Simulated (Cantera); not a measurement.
A closed system holds: 1 mol borazine, 0.061 mol O2, 190 mol N2, held at 577 °C and 5.40 mbar.

Cantera equilibrium calculation (NASA polynomials, part measured and part estimated; ideal gas, pure solids and liquids). Candidate condensed phases: B, BN, B2O3, B3O3H3, H2O; 39 gas species. The feed counts by its element totals alone. Rates play no part.

Base state: N2 0.984, H2 0.0155, H2O 2.73e-5 (mole fractions); condensed: BN(s) + B2O3(l).

Task: What changes in the equilibrium state with this change: O2 from 0.061 to 5.5 mol?

Result: 
| species | before | after |
|---|---|---|
| N2 | 0.984 | 0.976 |
| H2O | 2.73e-5 | 0.0153 |
| O2 | <1e-9 | 0.00892 |
| H2 | 0.0155 | <1e-9 |
| BN(s), mol | 2.92 | 0 |
| B2O3(l), mol | 0.0389 | 1.50 |
